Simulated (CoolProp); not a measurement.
Saturated liquid density (kg/m³) of R152A: the reference equation beside estimates from Tc = 386.4 K, pc = 4.517 MPa, ω = 0.275.

Model: reference Helmholtz-energy equation of state, Outcalt 1996, in CoolProp. It is a modified Benedict-Webb-Rubin equation, recast in Helmholtz form.

| T (K) | reference | Redlich-Kwong | Soave-Redlich-Kwong | Peng-Robinson |
|---|---|---|---|---|
| 235.8 | [?] | 835.6 | 864.6 | 976.0 |
| 244.8 | 1020 | 819.3 | 849.8 | 960.0 |
| 253.7 | 1002 | [?] | 834.3 | 943.2 |
| 262.6 | 982.5 | 784.8 | 817.8 | 925.3 |
| 271.6 | 962.6 | 766.0 | 800.2 | 906.0 |
| 280.5 | 942.3 | [?] | 781.6 | 885.5 |
| 289.4 | [?] | 726.0 | 761.7 | 863.6 |
| 298.4 | 898.8 | 704.1 | 740.2 | 839.7 |
| 307.3 | 875.6 | [?] | 717.4 | [?] |
| 316.2 | 851.1 | 656.7 | 692.7 | 786.3 |
| 325.1 | 824.9 | 630.6 | 665.9 | 755.9 |
| 334.1 | [?] | 602.1 | 636.3 | 722.0 |
| 343 | 765.2 | 571.4 | 603.9 | 684.6 |

Task: What belongs in the gaps?

Result: 
- 235.8, reference: 1039
- 253.7, Redlich-Kwong: 802.5
- 280.5, Redlich-Kwong: 746.6
- 289.4, reference: 921.1
- 307.3, Redlich-Kwong: 681.2
- 307.3, Peng-Robinson: 814.1
- 334.1, reference: 796.2

Absolute difference from the reference over all 13 rows, mean and median: Redlich-Kwong 21.7 and 21.2 %, Soave-Redlich-Kwong 17.9 and 17.3 %, Peng-Robinson 7.0 and 6.2 %.
